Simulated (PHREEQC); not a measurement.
Na2HPO4 is added in steps, without added water, to 1 kg of water holding 0.2 mol TMAH and 0.076 mol Na2CO3, at 25 °C. O2 is buffered at 0.21 atm. No CO2 enters from the air. Only these solids could form: Nahcolite, Natron.

Base run: PHREEQC, ion-association model, wateq4f.dat. Each further column changes one thing. The table gives pH.

```tsv
Na2HPO4 added (mol)	base	temperature from 25 to 20 °C	TMAH left out	diluted 100-fold with water	no solid may form
0	13.12	13.29	11.24	11.28	13.12
0.05	12.98	13.14	10.70	10.35	12.98
0.1167	12.72	12.89	10.42	9.92	12.72
0.1667	12.44	12.59	10.29	9.73	12.44
0.2333	11.97	12.05	10.17	9.57	11.97
0.2833	11.71	11.78	10.09	9.48	11.71
0.35	11.49	11.55	10.01	9.39	11.49
0.4	11.37	11.43	9.95	9.34	11.37
```

The ionic strength passes 0.7 mol/kgw, the rough limit of the ion-association models, in part of: base; temperature from 25 to 20 °C; TMAH left out; diluted 100-fold with water; no solid may form. (CH3)4N+ isn't in the database: it is added as a free cation with an ion size of 4 Å. H3PO4, which wateq4f.dat lacks, is added to it with the constant of phreeqc.dat.
